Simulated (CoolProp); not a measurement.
CH3F (R41) along the isobar 12.7 MPa: fugacity coefficient from the reference equation and from simpler models built on Tc = 317.3 K, pc = 5.906 MPa, ω = 0.200; each cubic takes its own stable root.

Model: reference Helmholtz-energy equation of state, Lemmon 2006, in CoolProp. It is a short technical equation, of lower accuracy than the large ones.

```csv
T (K),phase,reference
152.2,liquid,0.0005057
183.8,liquid,0.005536
215.5,liquid,0.02708
247.1,liquid,0.08107
278.7,liquid,0.1773
310.4,liquid,0.3121
342,supercritical,0.4644
373.6,supercritical,0.5967
```

**Question.** How far does each simpler model (van der Waals, Redlich-Kwong, Soave-Redlich-Kwong) lie from the reference over these 8 states: mean and median of the absolute difference, and the worst?

**Answer.** 
- van der Waals: mean 615.6 %, median 103.3 %, worst +3495.0 % at 152.2 K and 12.7 MPa
- Redlich-Kwong: mean 36.5 %, median 31.4 %, worst +79.7 % at 152.2 K and 12.7 MPa
- Soave-Redlich-Kwong: mean 9.5 %, median 9.9 %, worst +13.5 % at 278.7 K and 12.7 MPa
